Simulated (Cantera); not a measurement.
A closed system holds: 1 mol MgO, a varied amount of SiCl₄, 13 mol O₂, at 975 °C and 4.40 Pa.

Equilibrium computed with Cantera from the NASA thermochemical tables; the gas is ideal and each condensed phase is pure. Candidate condensed phases: Mg, MgCl₂, MgO, MgSiO₃, Mg₂SiO₄, Si, SiO₂; 20 gas species. Mutual solubility and eutectic melting of coexisting phases are not modelled. The tables hold silica as quartz up to 1696 K and as liquid above; real silica turns to tridymite and cristobalite and melts near 1996 K. Condensed phases not in the tables: alloys, solid solutions and most ternary compounds. Rates play no part.

**Question.** At 3.7 mol SiCl₄, list the 5 most abundant gas species with their mole fractions, and the condensed phases.

**Answer.** O₂ 0.442, Cl 0.418, Cl₂ 0.131, MgCl₂ 0.00818, ClO 6.64e-5. Condensed: MgSiO₃(s) + SiO₂(β-quartz).
